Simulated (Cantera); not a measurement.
Cantera run:

```python
import numpy as np
import cantera as ct

gas_names = """
    CL CL2 H HCL H2 Si SiCL SiCL2 SiCL3 SiCL4 SiH SiHCL3 SiH2 SiH2CL2 SiH3 SiH3CL SiH4 Si2 Si3
""".split()
cond_names = """
    Si(cr) Si(L)
""".split()


# ... load() reads the species with a 1 bar reference pressure and builds the phases ...
atoms = {
    'Si': {'Si': 1},
    'HCl': {'H': 1, 'CL': 1},
}
top_T = {}  # K; cautious upper limits of use, not melting points


# ... equilibrate(T, P, feed) seeds the gas with the atoms and calls Mixture.equilibrate('TP', solver="vcs", rtol=1e-11, max_steps=5000) ...
results = []
feed = {'Si': 1, 'HCl': 11}  # mol
P = 160  # Pa
for T in [800, 850, 900, 950, 1000, 1050, 1100, 1150, 1200, 1250, 1300]:
    mix = equilibrate(T, P, feed)
    results.append((T, P, feed, dict(zip(mix.species_names, mix.species_moles))))

top = {s: max(r[3][s] / sum(r[3][g] for g in gas_names) for r in results) for s in gas_names}
cols = sorted((s for s in top if top[s] > 0.0001), key=lambda s: -top[s])[:7]
seen = [c for c in cond_names if any(r[3].get(c, 0) > 1e-12 for r in results)]
print("log10 of partial pressures in bar; condensed amounts in mol")
print(f"{'T/K':>10s}" + "".join(f"{s[:9]:>10s}" for s in cols + seen))
for T, P, feed, n in results:
    ng = sum(n[g] for g in gas_names)
    print(f"{T:10.4g}" + "".join(f"{np.log10(max(n[s] / ng * P / 1e5, 1e-99)):10.3f}" for s in cols)
          + "".join(f"{n.get(c, 0):10.4g}" for c in seen))
```

Output:

```
log10 of partial pressures in bar; condensed amounts in mol
       T/K       HCL        H2     SiCL4     SiCL2     SiCL3    SiHCL3
       800    -2.951    -3.495    -3.796   -11.751    -8.796    -7.384
       850    -2.951    -3.495    -3.796   -10.593    -8.120    -7.120
       900    -2.951    -3.495    -3.796    -9.567    -7.521    -6.887
       950    -2.951    -3.495    -3.797    -8.652    -6.986    -6.680
      1000    -2.951    -3.496    -3.798    -7.831    -6.506    -6.495
      1050    -2.950    -3.496    -3.800    -7.092    -6.075    -6.330
      1100    -2.950    -3.498    -3.805    -6.427    -5.688    -6.184
      1150    -2.949    -3.502    -3.816    -5.833    -5.344    -6.062
      1200    -2.946    -3.512    -3.841    -5.313    -5.048    -5.973
      1250    -2.940    -3.532    -3.892    -4.881    -4.814    -5.933
      1300    -2.931    -3.566    -3.981    -4.549    -4.652    -5.958
```

Cantera equilibrium calculation (NASA polynomials, part measured and part estimated; ideal gas, pure solids and liquids). The tables' values for SiCl3 are old estimates; treat these amounts as uncertain.
